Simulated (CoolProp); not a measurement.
Vapour-liquid equilibrium of R152A (1) + methanol (2) at 256.5 K; x and y are mole fractions of (1).

Values from CoolProp's multi-fluid Helmholtz-energy mixture model, Outcalt 1996 and de Reuck 1993; pair parameters Bell 2016.

| x | bubble pressure, mixture model (kPa) | bubble pressure, Raoult's law (kPa) | y, mixture model | y, Raoult's law |
|---|---|---|---|---|
| 0.05 | 37.75 | 8.196 | 0.966 | 0.848 |
| 0.2 | 78.85 | 28.84 | 0.984 | 0.964 |
| 0.35 | 88.22 | 49.48 | 0.986 | 0.983 |
| 0.5 | 93.99 | 70.12 | 0.987 | 0.991 |
| 0.65 | 102.4 | 90.76 | 0.989 | 0.995 |
| 0.8 | 115.0 | 111.4 | 0.993 | 0.998 |
| 0.95 | 132.1 | 132.0 | 0.998 | 1.000 |

The largest gap from Raoult's law is +360.6 % in bubble pressure, at x = 0.05. No azeotrope shows between x = 0.05 and 0.95.

Pair parameters are fitted to limited data, so mixtures are less certain than the pure fluids. With so large a gap from Raoult's law the liquid may split in two, which this calculation doesn't test in full.
